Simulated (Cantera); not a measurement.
An adiabatic, constant-volume homogeneous reactor starts with CH₃OH : O₂ : N₂ = 1 : 0.714 : 2.69 (molar parts), at 1125 K and 26.0 bar. Integrator tolerance rtol = 1e-08.

Cantera simulation using GRI-Mech 3.0 (53 species, 325 reactions); the numbers are that mechanism's predictions, not measurements. GRI-Mech 3.0 was tuned for natural gas; its chemistry of methanol as a main component is partial and can be far from experiment. The pressure lies above the range GRI-Mech 3.0 was tuned for (to about 10 atm).

### Question
What does this change do: CH3OH 1 to 0.57 parts?

### Answer
| quantity | before | after |
|---|---|---|
| time of steepest temperature rise | 2.53 ms | 2.84 ms |
| temperature at 0.300 s | 2626 K | 3032 K |
| equilibrium temperature | 2626 K | 3032 K |
| x(CH₃OH) at 0.300 s | 2.01e-10 (gas-phase equilibrium 2.07e-10) | 1.33e-12 (gas-phase equilibrium 1.39e-12) |
| x(O₂) at 0.300 s | 3.73e-6 (gas-phase equilibrium 3.73e-6) | 0.00302 (gas-phase equilibrium 0.00302) |
| x(H₂O) at 0.300 s | 0.215 (gas-phase equilibrium 0.215) | 0.226 (gas-phase equilibrium 0.226) |
| x(CH₂) at 0.300 s | 1.01e-10 (gas-phase equilibrium 1.10e-10) | 5.26e-12 (gas-phase equilibrium 5.71e-12) |
| x(H₂) at 0.300 s | 0.134 (gas-phase equilibrium 0.134) | 0.0233 (gas-phase equilibrium 0.0233) |
| x(HCN) at 0.300 s | 3.61e-6 (gas-phase equilibrium 3.61e-6) | 1.09e-7 (gas-phase equilibrium 1.09e-7) |
| x(NO) at 0.300 s | 9.29e-5 (gas-phase equilibrium 9.29e-5) | 0.00522 (gas-phase equilibrium 0.00522) |
Above 3000 K some thermodynamic fits are extrapolated.
